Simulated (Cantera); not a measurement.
A Cantera script and its output.

```python
import numpy as np
import cantera as ct

gas = ct.Solution("gri30.yaml")
gas.TPX = 900, 560, {'H2': 0.84, 'O2': 1}
reactor = ct.IdealGasConstPressureReactor(gas, energy="off", clone=False)
net = ct.ReactorNet([reactor])
net.rtol, net.atol = 1e-08, 1e-18
show = ['H2', 'O2', 'H2O', 'H2O2', 'HO2', 'H']
times = np.geomspace(5e-06, 80, 11)

steps = ct.SolutionArray(gas, extra=["t"])
rows = []
print(f"{'t/s':>10s}{'T/K':>9s}{'P/Pa':>11s}" + "".join(f"{s:>11s}" for s in show))
for t in times:
    while net.time < t:
        t_next = net.step()
        steps.append(gas.state, t=t_next)
    rows.append([np.interp(t, steps.t, y) for y in (steps.T, steps.P, *steps(*show).X.T)])
    print(f"{t:10.3e}{rows[-1][0]:9.1f}{rows[-1][1]:11.4g}" + "".join(f"{x:11.3e}" for x in rows[-1][2:]))
rate = np.gradient(steps.T, steps.t)
print("integrator steps:", len(steps.t))
if steps.T.max() > steps.T[0] + 200:
    print(f"time of steepest temperature rise: {steps.t[rate.argmax()]:.4e} s")
gas.TPX = 900, 560, {'H2': 0.84, 'O2': 1}
gas.equilibrate("TP")
print(f"equilibrium (TP): T = {gas.T:.1f} K  " + "  ".join(f"{s} {gas[s].X[0]:.3e}" for s in show))
```

It prints:

```
       t/s      T/K       P/Pa         H2         O2        H2O       H2O2        HO2          H
 5.000e-06    900.0        560  4.565e-01  5.435e-01  2.828e-17  3.092e-19  2.411e-13  2.406e-13
 2.627e-05    900.0        560  4.565e-01  5.435e-01  3.207e-15  8.522e-18  1.267e-12  1.256e-12
 1.380e-04    900.0        560  4.565e-01  5.435e-01  2.714e-13  2.337e-16  6.661e-12  6.601e-12
 7.248e-04    900.0        560  4.565e-01  5.435e-01  1.589e-11  6.467e-15  3.521e-11  4.469e-11
 3.807e-03    900.0        560  4.565e-01  5.435e-01  3.097e-09  1.935e-13  2.253e-10  2.781e-09
 2.000e-02    900.0        560  2.362e-01  4.583e-01  1.574e-01  9.194e-08  5.849e-06  1.281e-01
 1.051e-01    900.0        560  1.761e-03  4.082e-01  5.881e-01  4.438e-07  9.534e-06  6.343e-04
 5.519e-01    900.0        560  4.966e-05  4.084e-01  5.914e-01  1.549e-07  1.138e-06  1.702e-06
 2.899e+00    900.0        560  1.482e-06  4.084e-01  5.915e-01  3.518e-08  7.163e-08  2.042e-08
 1.523e+01    900.0        560  8.044e-08  4.084e-01  5.915e-01  8.909e-09  7.670e-09  6.475e-10
 8.000e+01    900.0        560  1.008e-08  4.084e-01  5.915e-01  2.385e-09  1.240e-09  3.692e-11
integrator steps: 1966
equilibrium (TP): T = 900.0 K  H2 3.982e-11  O2 4.085e-01  H2O 5.915e-01  H2O2 1.926e-11  HO2 1.726e-10  H 9.923e-15
```

Cantera simulation using GRI-Mech 3.0 (53 species, 325 reactions); the numbers are that mechanism's predictions, not measurements. Radical loss at walls, strong at low pressure, is not modelled. Below about 950 K walls govern HO2 and H2O2 in real vessels. The temperature is held fixed by assumption; the heat of reaction is taken as removed at once.
